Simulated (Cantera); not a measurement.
Input: 1 mol CH₃SiH₃, a varied amount of HCl, 2.3 mol H₂, equilibrated at 1550 K and 9000 Pa.

These are equilibrium values from Cantera (NASA tables, ideal gas, pure condensed phases), not measurements of a reactor. Candidate condensed phases: C, C₆H₆, C₇H₈, C₈H₁₈, Si, SiC; 109 gas species. The feed counts by its element totals alone. Equilibrium is a limit: real reactors are often held back by kinetics, nucleation or transport.

Which condensed phases are stable at each of these points (n(HCl) (mol)): 0.04, 0.055, 0.076, 0.1, 0.14, 0.2, 0.27, 0.38, 0.52, 0.71, 0.98?


```
n(HCl) (mol)      condensed phases  Si condensed (%)
------------  --------------------  ----------------
0.04                        SiC(s)             100.0
0.055                       SiC(s)             100.0
0.076                       SiC(s)             100.0
0.1                         SiC(s)             100.0
0.14                        SiC(s)             100.0
0.2                         SiC(s)             100.0
0.27                        SiC(s)              99.9
0.38                        SiC(s)              99.9
0.52          C(graphite) + SiC(s)              99.8
0.71          C(graphite) + SiC(s)              99.7
0.98          C(graphite) + SiC(s)              99.4
```

From 0.04 mol HCl to 0.38 mol HCl the condensed part is SiC(s). From 0.52 mol HCl to 0.98 mol HCl the condensed part is C(graphite) + SiC(s).
